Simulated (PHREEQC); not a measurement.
Dissolve 11 mmol/kgw HF, 60 mmol/kgw (CH3)4NF and 0.285 mmol/kgw H2SiF6 at 20 °C. Closed to the air; pH follows from the charge balance.

Computed with PHREEQC (ion-association model, wateq4f.dat).

The ionic strength comes out as 0.0604 mol/kgw. What activity coefficients do H+, SiF6-2, F-, HF2- get?

H+ 0.85, SiF6-2 0.44, F- 0.80, HF2- 0.80.

No solid was allowed to form. (CH3)4N+ isn't in the database: it is added as a free cation with an ion size of 4 Å. SiF6-2 is the database's only silicon fluoride.
